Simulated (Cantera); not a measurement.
Input: 1 mol CuF2, 1.2 mol H2, a varied amount of O2, held at 13.3 mbar.

Equilibrium computed with Cantera from the NASA thermochemical tables; the gas is ideal and each condensed phase is pure. Candidate condensed phases: Cu, CuF2, CuO, Cu(OH)2, Cu2O, H2O; 27 gas species. Each liquid is taken as pure. Mutual solubility and eutectic melting of coexisting phases are not modelled. Kinetics and transport are ignored.

Question: What condenses at these points (T in K, n(O2) in mol): (1175, 0.15); (1475, 0.24); (1700, 0.15); (1775, 0.19); (2075, 0.15); (1625, 0.62); (1250, 0.24)?

Answer: 
| T (K) | n(O2) in mol | condensed phases | Cu condensed (%) |
|---|---|---|---|
| 1175 | 0.15 | Cu + Cu2O | 100.0 |
| 1475 | 0.24 | Cu + Cu2O | 96.1 |
| 1700 | 0.15 | Cu | 84.3 |
| 1775 | 0.19 | Cu | 72.6 |
| 2075 | 0.15 | gas only | 0.0 |
| 1625 | 0.62 | Cu2O | 85.2 |
| 1250 | 0.24 | Cu + Cu2O | 99.8 |
